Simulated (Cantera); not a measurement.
A perfectly stirred reactor is fed with 5.23 % H2, 58.1 % O2, 36.6 % N2, at 0.0296 atm; it is held at 1225 K, and followed from long to short residence time.

Detailed kinetics in Cantera: the H2/O2 subset of GRI-Mech 3.0, which has no nitrogen chemistry. Radical loss at walls, strong at low pressure, is not modelled. The temperature is held fixed by assumption; the heat of reaction is taken as removed at once.

Predict: x(H2) at τ = 26.0 s; x(O2) at τ = 26.0 s; x(H2O) at τ = 26.0 s; x(HO2) at τ = 26.0 s; x(H2O2) at τ = 26.0 s; x(H2) at τ = 0.150 s; x(O2) at τ = 0.150 s; x(H2O) at τ = 0.150 s; x(HO2) at τ = 0.150 s; x(H2O2) at τ = 0.150 s.


```
Quantity                  Result
----------------------  --------
x(H2) at τ = 26.0 s      1.64e-5
x(O2) at τ = 26.0 s        0.570
x(H2O) at τ = 26.0 s      0.0536
x(HO2) at τ = 26.0 s     4.04e-7
x(H2O2) at τ = 26.0 s    3.59e-8
x(H2) at τ = 0.150 s    0.000400
x(O2) at τ = 0.150 s       0.567
x(H2O) at τ = 0.150 s     0.0522
x(HO2) at τ = 0.150 s    3.32e-6
x(H2O2) at τ = 0.150 s   1.54e-7
```
